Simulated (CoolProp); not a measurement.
A Linde-Hampson liquefier for ethylene: isothermal reversible compression at 320 K from 1 atm to 30 MPa, throttling to 1 atm, return gas leaving the recuperator 5 K below the feed. Each further row changes one setting.

Computed with CoolProp (reference Helmholtz-energy equation of state, Smukala 2000).

```json
[
 {"case": "as stated", "liquid yield per pass": "…", "compression work (kJ/kg of gas)": "444"},
 {"case": "high pressure 60 MPa", "liquid yield per pass": "…", "compression work (kJ/kg of gas)": "…"},
 {"case": "warm-end temperature 350 K", "liquid yield per pass": "…", "compression work (kJ/kg of gas)": "…"},
 {"case": "warm-end gap 10 K", "liquid yield per pass": "0.416", "compression work (kJ/kg of gas)": "444"}
]
```

### Question
Complete the blanks.

### Answer

- as stated, liquid yield per pass: 0.422
- high pressure 60 MPa, liquid yield per pass: 0.403
- high pressure 60 MPa, compression work (kJ/kg of gas): 513
- warm-end temperature 350 K, liquid yield per pass: 0.350
- warm-end temperature 350 K, compression work (kJ/kg of gas): 512
